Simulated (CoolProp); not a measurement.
Methane along the isotherm 52.45 °C: Z from the reference equation and from simpler models built on Tc = -82.6 °C, pc = 4.599 MPa, ω = 0.011; each cubic takes its own stable root.

Values from CoolProp's reference Helmholtz-energy equation of state, Setzmann 1991.

```
p (MPa)          phase  reference  van der Waals  Redlich-Kwong  Soave-Redlich-Kwong  Peng-Robinson
-------  -------------  ---------  -------------  -------------  -------------------  -------------
1.53               gas     0.9815         0.9763         0.9801               0.9825         0.9757
3.07               gas     0.9637         0.9528         0.9614               0.9662         0.9531
4.6      supercritical     0.9471         0.9300         0.9441               0.9515         0.9327
6.13     supercritical     0.9317         0.9082         0.9286               0.9384         0.9146
7.67     supercritical     0.9178         0.8879         0.9149               0.9272         0.8988
9.2      supercritical     0.9057         0.8700         0.9035               0.9181         0.8857
10.7     supercritical     0.8958         0.8554         0.8945               0.9112         0.8753
12.3     supercritical     0.8875         0.8439         0.8875               0.9063         0.8671
13.8     supercritical     0.8820         0.8375         0.8835               0.9039         0.8619
15.3     supercritical     0.8787         0.8356         0.8818               0.9036         0.8590
16.9     supercritical     0.8778         0.8386         0.8825               0.9055         0.8584
18.4     supercritical     0.8793         0.8456         0.8854               0.9092         0.8600
19.9     supercritical     0.8829         0.8563         0.8902               0.9147         0.8633
21.5     supercritical     0.8889         0.8709         0.8974               0.9223         0.8686
23       supercritical     0.8964         0.8872         0.9056               0.9308         0.8751
```
